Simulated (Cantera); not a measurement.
A Cantera script and what it prints.

```python
import numpy as np
import cantera as ct

gas_names = """
    C CH CH2 CH3 CH4 C2 C2H C2H2,acetylene C2H2,vinylidene C2H3,vinyl C2H4 C2H5 C2H6 C3 C3H3,propargyl
    C3H4,allene C3H4,propyne C3H4,cyclo- C3H5,allyl C3H6,propylene C3H6,cyclo- C3H7,n-propyl
    C3H7,i-propyl C3H8 C4 C4H2 C4H4,1,3-cyclo- C4H6,butadiene C4H6,2-butyne C4H6,cyclo- C4H8,1-butene
    C4H8,cis2-buten C4H8,tr2-butene C4H8,isobutene C4H8,cyclo- C4H9,n-butyl C4H9,i-butyl C4H9,s-butyl
    C4H9,t-butyl C4H10,isobutane C4H10,n-butane C5 C5H6,1,3cyclo- C5H8,cyclo- C5H10,1-pentene
    C5H10,cyclo- C5H11,pentyl C5H11,t-pentyl C5H12,n-pentane C5H12,i-pentane CH3C(CH3)2CH3 C6H2
    C6H5,phenyl C6H6 C6H10,cyclo- C6H12,1-hexene C6H12,cyclo- C6H13,n-hexyl C7H7,benzyl C7H8
    C7H14,1-heptene C7H15,n-heptyl C7H16,n-heptane C8H8,styrene C8H10,ethylbenz C8H16,1-octene
    C8H17,n-octyl C8H18,isooctane C8H18,n-octane C9H19,n-nonyl C10H8,naphthale C10H21,n-decyl
    C12H9,o-bipheny C12H10,bipheny H H2 Ti
""".split()
cond_names = """
    C(gr) C6H6(L) C7H8(L) C8H18(L),n-octa Ti(a) Ti(b) Ti(L) TiC(s) TiC(L)
""".split()


def load(file, names, dense=False):
    # The tables refer to 1 bar. Condensed volumes are neglected.
    table = {s.name: s for s in ct.Species.list_from_file(file)}
    out = []
    for n in names:
        d = dict(table[n].input_data)
        d["thermo"] = dict(d["thermo"], **{"reference-pressure": 1e5})
        if dense:
            d["equation-of-state"] = {"model": "constant-volume", "density": "1e6 g/cm^3"}
        out.append(ct.Species.from_dict(d))
    return out


gas = ct.Solution(thermo="ideal-gas", species=load("nasa_gas.yaml", gas_names))
cond = {s.name: ct.Solution(thermo="fixed-stoichiometry", species=[s], name=s.name)
        for s in load("nasa_condensed.yaml", cond_names, dense=True)}
atoms = {
    'Ti': {'Ti': 1},
    'CH4': {'C': 1, 'H': 4},
}
top_T = {'C(gr)': 4500}  # K; cautious upper limits of use, not melting points


def equilibrate(T, P, feed):
    n = {}
    for name, mol in feed.items():
        for a, k in atoms[name].items():
            n[a] = n.get(a, 0.0) + k * mol
    gas.TPX = T, P, n
    mass = sum(n.values()) * gas.mean_molecular_weight
    gas.equilibrate("TP")
    valid = [c for c in cond.values() if c.min_temp <= T <= top_T.get(c.name, c.max_temp)]
    mix = ct.Mixture([(gas, mass / gas.mean_molecular_weight)] + [(c, 0.0) for c in valid])
    mix.T, mix.P = T, P
    mix.equilibrate("TP", solver="vcs", rtol=1e-11, max_steps=5000)
    return mix


results = []
feed = {'Ti': 1, 'CH4': 0.16}  # mol
T = 2125  # K
for P in [10, 46, 220, 1000, 4600, 22000, 100000]:
    mix = equilibrate(T, P, feed)
    results.append((T, P, feed, dict(zip(mix.species_names, mix.species_moles))))

top = {s: max(r[3][s] / sum(r[3][g] for g in gas_names) for r in results) for s in gas_names}
cols = sorted((s for s in top if top[s] > 0.0001), key=lambda s: -top[s])[:6]
seen = [c for c in cond_names if any(r[3].get(c, 0) > 1e-12 for r in results)]
print("log10 of partial pressures in bar; condensed amounts in mol")
print(f"{'P/Pa':>10s}" + "".join(f"{s[:9]:>10s}" for s in cols + seen))
for T, P, feed, n in results:
    ng = sum(n[g] for g in gas_names)
    print(f"{P:10.4g}" + "".join(f"{np.log10(max(n[s] / ng * P / 1e5, 1e-99)):10.3f}" for s in cols)
          + "".join(f"{n.get(c, 0):10.4g}" for c in seen))
```

Result:

```
log10 of partial pressures in bar; condensed amounts in mol
      P/Pa        H2        Ti         H     Ti(L)    TiC(s)
        10    -4.485    -4.332    -4.683    0.4946      0.16
        46    -3.461    -4.332    -4.170    0.8008      0.16
       220    -2.701    -4.332    -3.790    0.8328      0.16
      1000    -2.018    -4.332    -3.449    0.8385      0.16
      4600    -1.345    -4.332    -3.112    0.8397      0.16
   2.2e+04    -0.661    -4.332    -2.770    0.8399      0.16
     1e+05    -0.002    -4.332    -2.441      0.84      0.16
```

These are equilibrium values from Cantera (NASA tables, ideal gas, pure condensed phases), not measurements of a reactor. Mutual solubility and eutectic melting of coexisting phases are not modelled. TiC: taken at fixed stoichiometry. Condensed phases not in the tables: N, O or C dissolved in the metal.
